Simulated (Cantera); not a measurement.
Input: 1 mol Si, 1.8 mol F2, 5.1 mol H2, at 898.15 K and 0.0150 bar.

Method: chemical equilibrium by Gibbs-energy minimisation in Cantera with the NASA 1993 tables (ideal gas, pure condensed phases). Candidate condensed phases: Si; 25 gas species. The tables' values for SiF3 are old estimates; treat these amounts as uncertain. The numbers say what is thermodynamically allowed, not how fast it happens.

Q: What is the equilibrium state?

A: 
- x(H2): 0.848
- x(SiF4): 0.145
- x(SiHF3): 0.00696
- x(SiH2F2): 0.000187
- x(SiF3): 7.78e-5
- x(HF): 5.92e-6
- x(SiH3F): 1.09e-6
- n(Si(s)): 0.0889 mol
- gas amount: 5.989 mol
